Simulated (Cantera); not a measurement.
# Stirred combustor or abatement burner

A perfectly stirred reactor is fed with CH3OH : O2 : N2 = 1 : 2.54 : 9.56 (molar parts), equivalence ratio 0.59, at 1.00 atm; it is adiabatic with a 625 K inlet, and is followed from long to short residence time, starting on the burning branch (τ in s: 0.027, 0.013, 0.0064, 0.0031, 0.0015, 0.00074, 0.00036, 0.00017, 8.4e-05, 4.1e-05).

Computed with Cantera and GRI-Mech 3.0 (53 species, 325 reactions). GRI-Mech 3.0 was tuned for natural gas; its chemistry of methanol as a main component is partial and can be far from experiment.

```
τ (s)    T (K)   x CH3OH    x O2      x H2     x CO       x O    x C2H4     x C2H
-------  -----  --------  ------  --------  -------  --------  --------  --------
0.027     1931   5.18e-6  0.0762  0.000409  0.00117  0.000466  1.04e-12    <1e-12
0.013     1921   8.41e-6  0.0763  0.000614  0.00180  0.000697  2.05e-12    <1e-12
0.0064    1907   1.34e-5  0.0766  0.000908  0.00272   0.00103  4.83e-12    <1e-12
0.0031    1886   2.16e-5  0.0770   0.00133  0.00409   0.00150  1.46e-11    <1e-12
0.0015    1859   3.56e-5  0.0778   0.00188  0.00607   0.00209  5.31e-11    <1e-12
0.00074   1824   6.07e-5  0.0791   0.00251  0.00884   0.00271  2.10e-10    <1e-12
0.00036   1778  0.000115  0.0814   0.00321   0.0132   0.00319  9.47e-10  1.01e-12
0.00017   1708  0.000286  0.0867   0.00402   0.0220   0.00286   5.90e-9  3.65e-12
8.4e-5     625    0.0763   0.194    <1e-12   <1e-12    <1e-12    <1e-12    <1e-12
4.1e-5     625    0.0763   0.194    <1e-12   <1e-12    <1e-12    <1e-12    <1e-12
```
x: mole fraction; the columns are a selection and need not sum to one.
